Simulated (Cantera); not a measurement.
Input: 1 mol BN, 0.55 mol NF3, 36 mol N2, equilibrated at 1575 K and 0.830 bar.

Equilibrium computed with Cantera from the NASA thermochemical tables; the gas is ideal and each condensed phase is pure. Candidate condensed phases: B, BN; 13 gas species. The tables' values for BF2 are old estimates; treat these amounts as uncertain. The numbers say what is thermodynamically allowed, not how fast it happens.

Base state: N2 0.985, BF3 0.0148, BF2 8.77e-5 (mole fractions); condensed: BN(s).

**Question.** What changes in the equilibrium state with this change: NF3 from 0.55 to 4 mol?

**Answer.** 
```csv
species,before,after
N2,0.985,0.795
F,<1e-9,0.182
BF3,0.0148,0.0207
F2,<1e-9,0.00195
BF2,8.77e-5,<1e-9
"BN(s), mol",0.449,0
```

**Question.** What changes in the equilibrium state with this change: NF3 from 0.55 to 2.5 mol?

**Answer.** 
```csv
species,before,after
N2,0.985,0.873
F,<1e-9,0.103
BF3,0.0148,0.0231
F2,<1e-9,0.000624
BF2,8.77e-5,<1e-9
"BN(s), mol",0.449,0
```

**Question.** What changes in the equilibrium state with this change: NF3 from 0.55 to 13 mol?

**Answer.** 
```
species      before   after
----------  -------  ------
N2            0.985   0.543
F             <1e-9   0.433
BF3          0.0148  0.0126
F2            <1e-9  0.0111
BF2         8.77e-5   <1e-9
BN(s), mol    0.449       0
```
